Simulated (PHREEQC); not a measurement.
Consider water at 25 °C with 2.9 mmol/kgw H3AsO4, 4.7 mmol/kgw LiOH and 21 mmol/kgw LiCl. Closed to the air; pH follows from the charge balance.

The numbers come from PHREEQC with the ion-association model, wateq4f.dat.

| Quantity | Value |
|---|---|
| pH | 7.17 |
| ionic strength | 0.0275 mol/kgw |
| total alkalinity | 1.80 meq/kg |

```json
[
 {"species": "Li+", "molality": "0.0257", "activity": "0.0222", "log γ": "-0.064"},
 {"species": "Cl-", "molality": "0.0210", "activity": "0.0179", "log γ": "-0.071"},
 {"species": "HAsO4-2", "molality": "0.00180", "activity": "0.000959", "log γ": "-0.273"},
 {"species": "H2AsO4-", "molality": "0.00110", "activity": "0.000940", "log γ": "-0.068"},
 {"species": "OH-", "molality": "1.74e-7", "activity": "1.47e-7", "log γ": "-0.071"},
 {"species": "AsO4-3", "molality": "1.31e-7", "activity": "3.17e-8", "log γ": "-0.615"},
 {"species": "H+", "molality": "7.73e-8", "activity": "6.78e-8", "log γ": "-0.057"},
 {"species": "H3AsO4", "molality": "1.26e-8", "activity": "1.27e-8", "log γ": "0.003"}
]
```

This is a speciation only: nothing precipitates in the calculation.
